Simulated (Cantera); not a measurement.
Input: 1 mol SiH4, 0.64 mol Cl2, 38 mol N2, held at 1450 °C and 0.00210 bar.

Method: chemical equilibrium by Gibbs-energy minimisation in Cantera with the NASA 1993 tables (ideal gas, pure condensed phases). The tables' values for SiCl, SiCl3, SiN are old estimates; treat these amounts as uncertain. Kinetics and transport are ignored.

```
species          before     after
-------------  --------  --------
N2                0.934     0.934
H2               0.0432    0.0342
HCl              0.0112    0.0317
SiCl2           0.00997  0.000114
Si             0.000468     <1e-9
SiCl           0.000161     <1e-9
Si2N            2.05e-5     <1e-9
SiN             1.16e-5     <1e-9
H              0.000827   1.88e-6
SiCl4           5.86e-8   1.60e-5
Si(l), mol        0.566         0
Si3N4(s), mol         0     0.331
```
Gas species are given as mole fractions.

Problem. What was changed between the two runs?
A) temperature from 1450 °C to 975 °C
B) Cl2 from 0.64 to 0.031 mol
C) pressure from 0.00210 bar to 0.0110 bar
D) Cl2 from 0.64 to 0.011 mol

Solution. A, temperature from 1450 °C to 975 °C. N2 is the only nitrogen source here; it is nearly inert below about 1500 K, so the nitride shown seldom forms there in practice. The tables' values for SiCl3 are old estimates; treat these amounts as uncertain
